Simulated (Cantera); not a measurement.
Feed: 1 mol SiCl4, 0.59 mol NH3, equilibrated at 500 °C and 1.10 mbar.

Cantera equilibrium calculation (NASA polynomials, part measured and part estimated; ideal gas, pure solids and liquids). Candidate condensed phases: NH4Cl, Si, Si3N4; 28 gas species. Rates play no part.

### Question
What is the equilibrium state?

### Answer
| Property | Value |
|---|---|
| x(HCl) | 0.385 |
| x(SiCl4) | 0.348 |
| x(H2) | 0.201 |
| x(N2) | 0.0669 |
| x(SiHCl3) | 0.000114 |
| x(SiCl3) | 3.03e-6 |
| n(Si3N4(s)) | 0.0722 mol |
| gas amount | 2.252 mol |
| log10 activity of Si(s) (absent) | -8.26 |
